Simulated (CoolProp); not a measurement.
Computed with CoolProp (reference Helmholtz-energy equation of state, Lemmon 2006). It is a short technical equation, of lower accuracy than the large ones.

Q: For CH3F (R41), give the phase and the density (kg/m³), cp (kJ/(kg K)), cv (kJ/(kg K)), expansivity (1/kK) at 53.45 °C and 17.1 bar.

A: 
- 53.45 °C and 17.1 bar: gas; density 24.1, cp 1.40, cv 0.991, expansivity 4.44
